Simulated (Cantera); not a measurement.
**Thermodynamics of silicon etching in halogen gases, feed Si + Cl2**

A closed system holds: 1 mol Si, a varied amount of Cl2, held at 752 °C and 0.190 bar.

Equilibrium computed with Cantera from the NASA thermochemical tables; the gas is ideal and each condensed phase is pure. Candidate condensed phases: Si; 9 gas species. The tables' values for SiCl3 are old estimates; treat these amounts as uncertain. Rates play no part.

From 0.99 mol Cl2 to 1.9 mol Cl2 the condensed part is Si(s). From 2.3 mol Cl2 to 4.5 mol Cl2 nothing is condensed. The main Si-bearing gas is SiCl4 throughout.

```json
[
 {"n(Cl2) (mol)": "0.99", "x SiCl4": "0.986", "x Cl2": "<1e-12", "x SiCl3": "0.0116", "x SiCl2": "0.00284", "x Cl": "3.68e-10", "n Si(s)": "0.503"},
 {"n(Cl2) (mol)": "1.4", "x SiCl4": "0.986", "x Cl2": "<1e-12", "x SiCl3": "0.0116", "x SiCl2": "0.00284", "x Cl": "3.68e-10", "n Si(s)": "0.297"},
 {"n(Cl2) (mol)": "1.9", "x SiCl4": "0.986", "x Cl2": "<1e-12", "x SiCl3": "0.0116", "x SiCl2": "0.00284", "x Cl": "3.68e-10", "n Si(s)": "0.0459"},
 {"n(Cl2) (mol)": "2.3", "x SiCl4": "0.769", "x Cl2": "0.230", "x SiCl3": "5.39e-9", "x SiCl2": "<1e-12", "x Cl": "0.000616", "n Si(s)": "0"},
 {"n(Cl2) (mol)": "2.7", "x SiCl4": "0.588", "x Cl2": "0.411", "x SiCl3": "3.09e-9", "x SiCl2": "<1e-12", "x Cl": "0.000823", "n Si(s)": "0"},
 {"n(Cl2) (mol)": "3.2", "x SiCl4": "0.454", "x Cl2": "0.545", "x SiCl3": "2.07e-9", "x SiCl2": "<1e-12", "x Cl": "0.000947", "n Si(s)": "0"},
 {"n(Cl2) (mol)": "3.6", "x SiCl4": "0.384", "x Cl2": "0.615", "x SiCl3": "1.65e-9", "x SiCl2": "<1e-12", "x Cl": "0.00101", "n Si(s)": "0"},
 {"n(Cl2) (mol)": "4", "x SiCl4": "0.333", "x Cl2": "0.666", "x SiCl3": "1.37e-9", "x SiCl2": "<1e-12", "x Cl": "0.00105", "n Si(s)": "0"},
 {"n(Cl2) (mol)": "4.5", "x SiCl4": "0.286", "x Cl2": "0.713", "x SiCl3": "1.14e-9", "x SiCl2": "<1e-12", "x Cl": "0.00108", "n Si(s)": "0"}
]
```
x: gas mole fraction; n: condensed amount in mol.
